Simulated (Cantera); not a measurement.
**Adiabatic ignition**

An adiabatic, constant-volume homogeneous reactor starts with 8.31 % H2, 8.64 % O2, 83.1 % N2, equivalence ratio 0.48, at 1225 K and 0.320 bar.

Model: the H2/O2 subset of GRI-Mech 3.0, which has no nitrogen chemistry, integrated in Cantera.

| t (s) | T (K) | P (bar) | x H2 | x O2 | x H | x HO2 | x H2O |
|---|---|---|---|---|---|---|---|
| 5.00e-6 | 1225 | 0.320 | 0.0831 | 0.0864 | 1.23e-9 | 1.27e-9 | 1.14e-10 |
| 1.69e-5 | 1225 | 0.320 | 0.0831 | 0.0864 | 5.76e-9 | 4.39e-9 | 2.78e-9 |
| 5.74e-5 | 1225 | 0.320 | 0.0831 | 0.0864 | 1.20e-7 | 1.99e-8 | 1.39e-7 |
| 0.000195 | 1227 | 0.320 | 0.0808 | 0.0854 | 0.00119 | 1.03e-5 | 0.00158 |
| 0.000660 | 1720 | 0.437 | 0.00568 | 0.0456 | 0.00899 | 4.95e-6 | 0.0720 |
| 0.00224 | 1928 | 0.484 | 0.00125 | 0.0457 | 0.000675 | 1.63e-6 | 0.0829 |
| 0.00758 | 1969 | 0.493 | 0.000197 | 0.0463 | 4.00e-5 | 6.56e-7 | 0.0856 |
| 0.0257 | 1972 | 0.494 | 0.000132 | 0.0464 | 2.20e-5 | 6.32e-7 | 0.0858 |
| 0.0871 | 1972 | 0.494 | 0.000132 | 0.0464 | 2.20e-5 | 6.32e-7 | 0.0858 |
| 0.295 | 1972 | 0.494 | 0.000132 | 0.0464 | 2.20e-5 | 6.32e-7 | 0.0858 |
| 1.00 | 1972 | 0.494 | 0.000132 | 0.0464 | 2.20e-5 | 6.32e-7 | 0.0858 |
x: mole fraction; the columns are a selection and need not sum to one.

```
Quantity                                                              Result
---------------------------------  -----------------------------------------
time of steepest temperature rise                                   0.264 ms
temperature at 1.00 s                                                 1972 K
equilibrium temperature                                               1972 K
x(H2) at 1.00 s                    0.000132 (gas-phase equilibrium 0.000132)
x(O2) at 1.00 s                        0.0464 (gas-phase equilibrium 0.0464)
x(H) at 1.00 s                       2.20e-5 (gas-phase equilibrium 2.20e-5)
```
